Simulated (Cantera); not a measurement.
Cantera run:

```python
import numpy as np
import cantera as ct

gas_names = """
    F F2 N NF NF2 NF3 N2 Si SiF SiF2 SiF3 SiF4 SiN Si2 Si2N Si3
""".split()
cond_names = """
    Si(cr) Si(L) Si3N4(a)
""".split()


# ... load() reads the species with a 1 bar reference pressure and builds the phases ...
atoms = {
    'Si': {'Si': 1},
    'F2': {'F': 2},
    'N2': {'N': 2},
}
top_T = {'Si3N4(a)': 2400}  # K; cautious upper limits of use, not melting points


# ... equilibrate(T, P, feed) seeds the gas with the atoms and calls Mixture.equilibrate('TP', solver="vcs", rtol=1e-11, max_steps=5000) ...
results = []
feed = {'Si': 1, 'F2': 6, 'N2': 0.97}  # mol
T = 948.15  # K
P = 10000  # Pa
mix = equilibrate(T, P, feed)
results.append((T, P, feed, dict(zip(mix.species_names, mix.species_moles))))
print(gas.report(threshold=1e-05))
for i in range(1, mix.n_phases):
    print(f"{mix.phase(i).name:16s} {mix.phase_moles(i):12.5e} mol")
```

Result:

```
       temperature   948.15 K
          pressure   10000 Pa
           density   0.057055 kg/m^3
  mean mol. weight   44.978 kg/kmol
   phase of matter   gas

                          1 kg             1 kmol
                     ---------------   ---------------
          enthalpy       -4.8993e+06       -2.2036e+08  J
   internal energy       -5.0746e+06       -2.2825e+08  J
           entropy            6362.8        2.8619e+05  J/K
    Gibbs function       -1.0932e+07       -4.9171e+08  J
 heat capacity c_p            1001.9             45063  J/K
 heat capacity c_v            817.03             36749  J/K

                      mass frac. Y      mole frac. X     chem. pot. / RT
                     ---------------   ---------------   ---------------
                 F          0.056368           0.13345           -14.601
                F2           0.46154           0.54634           -29.202
               NF3          0.023293          0.014755           -58.277
                N2          0.091343           0.14666           -28.948
              SiF4           0.36746            0.1588           -247.89
     [  +11 minor]        2.4883e-06        2.1521e-06

Si(cr)            0.00000e+00 mol
Si3N4(a)          0.00000e+00 mol
```

Equilibrium computed with Cantera from the NASA thermochemical tables; the gas is ideal and each condensed phase is pure.
